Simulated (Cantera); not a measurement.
Feed: 1 mol Ca(OH)₂, 4.8 mol H₂O, 0.05 mol O₂, held at 723.15 K and 1000 Pa.

Method: chemical equilibrium by Gibbs-energy minimisation in Cantera with the NASA 1993 tables (ideal gas, pure condensed phases). Candidate condensed phases: Ca, CaO, Ca(OH)₂, H₂O; 14 gas species. Rates play no part.

Base state: H₂O 0.991, O₂ 0.00855 (mole fractions); condensed: CaO(s).

What changes in the equilibrium state with this change: temperature from 723.15 K to 1648 K?


```csv
species,before,after
H₂O,0.991,0.989
O₂,0.00855,0.00885
H₂,<1e-9,0.00121
OH,<1e-9,0.00114
H,<1e-9,3.09e-5
O,<1e-9,2.38e-5
"CaO(s), mol",1.00,1.000
```
